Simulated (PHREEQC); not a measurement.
K2CO3 is added in steps, without added water, to 1 kg of water holding 7.4 mmol/kgw Na2SeO3, at 20 °C. The system is closed to oxygen. CO2 is held at log p = -3.4 (atm). The run lets Nahcolite, Natron precipitate or redissolve, and no other solid.

Base run: PHREEQC, ion-association model, wateq4f.dat. Each further column changes one thing. The table gives CO3-2 (mol/kgw).

```csv
K2CO3 added (mol),base,Davies equation for every ion,metal-ligand complexes left out,all activity coefficients set to 1,Debye-Hückel limiting law
0,5.75e-5,5.84e-5,5.83e-5,5.48e-5,5.90e-5
0.00385,0.000521,0.000528,0.000537,0.000426,0.000555
0.00715,0.00132,0.00134,0.00138,0.00105,0.00143
0.011,0.00261,0.00264,0.00273,0.00204,0.00285
0.01485,0.00418,0.00422,0.00438,0.00325,0.00459
0.01815,0.00569,0.00575,0.00598,0.00442,0.00629
0.022,0.00761,0.00769,0.00800,0.00591,0.00846
```
